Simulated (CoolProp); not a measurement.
Vapour-liquid equilibrium of R113 (1) + acetone (2) at 11.05 °C; x and y are mole fractions of (1).

Computed with CoolProp (multi-fluid Helmholtz-energy mixture model, Marx 1992 and Lemmon 2006; pair parameters Bell 2016).

```
x     bubble pressure (kPa)  y at the bubble point  dew pressure at overall composition x (kPa)  liquid density (mol/L)
----  ---------------------  ---------------------  -------------------------------------------  ----------------------
0.05                  18.85                  0.176                                        16.93                   13.37
0.15                  22.57                      ?                                        18.42                   12.63
0.25                  24.93                  0.474                                            ?                       ?
0.35                  26.40                  0.541                                        22.14                   11.35
0.45                  27.32                  0.590                                            ?                   10.79
0.55                  27.87                  0.632                                        26.59                   10.29
0.65                  28.15                  0.674                                            ?                   9.826
0.75                  28.13                  0.725                                        28.00                   9.408
0.85                  27.64                  0.795                                        27.05                   9.027
0.95                  26.30                  0.910                                        25.76                   8.680
```

**Question.** Fill in the missing entries.

**Answer.** 
- 0.15, y at the bubble point: 0.370
- 0.25, dew pressure at overall composition x (kPa): 20.15
- 0.25, liquid density (mol/L): 11.96
- 0.45, dew pressure at overall composition x (kPa): 24.37
- 0.65, dew pressure at overall composition x (kPa): 28.03

y crosses x between x = 0.65 and 0.75: the model has an azeotrope there.

Pair parameters are fitted to limited data, so mixtures are less certain than the pure fluids.
